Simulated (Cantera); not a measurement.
Input: 1 mol HgO, 0.041 mol O2, 43 mol N2, 0.26 mol H2, equilibrated at 280000 Pa.

Cantera equilibrium calculation (NASA polynomials, part measured and part estimated; ideal gas, pure solids and liquids). Candidate condensed phases: H2O, Hg, HgO; 25 gas species. The numbers say what is thermodynamically allowed, not how fast it happens.

Q: At 973 K, list the 4 most abundant gas species with their mole fractions, and the condensed phases.

A: N2 0.963, Hg 0.0224, O2 0.00920, H2O 0.00582. Condensed: gas only.
